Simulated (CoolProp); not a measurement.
Vapour-liquid equilibrium of propane (1) + isohexane (2) at 279.5 K; x and y are mole fractions of (1).

Values from CoolProp's multi-fluid Helmholtz-energy mixture model, Lemmon 2009 and Lemmon 2006; pair parameters Bell 2016.

```
x      bubble pressure (MPa)  y at the bubble point  dew pressure at overall composition x (MPa)  liquid density (mol/L)
-----  ---------------------  ---------------------  -------------------------------------------  ----------------------
0.05                 0.04010                  0.704                                            ?                   7.876
0.125                0.08165                  0.863                                      0.01400                   8.115
0.2                   0.1230                  0.914                                      0.01530                   8.367
0.275                 0.1641                  0.940                                      0.01685                   8.629
0.35                  0.2050                  0.956                                            ?                   8.904
0.425                 0.2458                  0.966                                            ?                   9.191
0.5                   0.2866                  0.974                                      0.02422                   9.492
0.575                 0.3275                  0.980                                      0.02835                   9.805
0.65                  0.3686                  0.985                                      0.03418                   10.13
0.725                      ?                  0.989                                      0.04301                   10.47
0.8                   0.4526                  0.992                                      0.05798                   10.82
0.875                 0.4962                  0.995                                      0.08884                   11.18
0.95                  0.5416                  0.998                                       0.1880                   11.55
```

Fill in the missing entries.


- 0.05, dew pressure at overall composition x (MPa): 0.01291
- 0.35, dew pressure at overall composition x (MPa): 0.01875
- 0.425, dew pressure at overall composition x (MPa): 0.02114
- 0.725, bubble pressure (MPa): 0.4102

No azeotrope shows between x = 0.05 and 0.95.

The pair parameters rest on a limited set of measurements; away from them the model extrapolates.
